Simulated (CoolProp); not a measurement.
Vapour pressure (kPa) of CH2F2 (R32): the reference equation beside estimates from Tc = 78.1 °C, pc = 5783 kPa, ω = 0.277. Clausius-Clapeyron is anchored at -29.95 °C with a constant enthalpy of vaporisation of 18.56 kJ/mol.

The numbers come from the reference Helmholtz-energy equation of state, Tillner-Roth 1997 in CoolProp.

```json
[
 {"T (°C)": "-40.25", "reference": "175.4", "Clausius-Clapeyron": "182.6", "van der Waals": "873.9"},
 {"T (°C)": "-29.95", "reference": "274.0", "Clausius-Clapeyron": "274.0", "van der Waals": "1096"},
 {"T (°C)": "-19.65", "reference": "411.1", "Clausius-Clapeyron": "397.9", "van der Waals": "1352"},
 {"T (°C)": "-9.35", "reference": "___", "Clausius-Clapeyron": "561.1", "van der Waals": "1644"},
 {"T (°C)": "0.95", "reference": "___", "Clausius-Clapeyron": "771.2", "van der Waals": "1974"},
 {"T (°C)": "11.25", "reference": "1149", "Clausius-Clapeyron": "___", "van der Waals": "___"},
 {"T (°C)": "21.55", "reference": "1539", "Clausius-Clapeyron": "1363", "van der Waals": "2753"},
 {"T (°C)": "31.85", "reference": "2022", "Clausius-Clapeyron": "___", "van der Waals": "3204"},
 {"T (°C)": "42.15", "reference": "2611", "Clausius-Clapeyron": "2235", "van der Waals": "3700"},
 {"T (°C)": "52.45", "reference": "3323", "Clausius-Clapeyron": "2796", "van der Waals": "4239"}
]
```

Some entries are withheld; supply them.


- -9.35, reference: 595.9
- 0.95, reference: 838.1
- 11.25, Clausius-Clapeyron: 1036
- 11.25, van der Waals: 2343
- 31.85, Clausius-Clapeyron: 1760

Absolute difference from the reference over all 10 rows, mean and median: Clausius-Clapeyron 8.6 and 8.9 %, van der Waals 154.9 and 119.7 %.
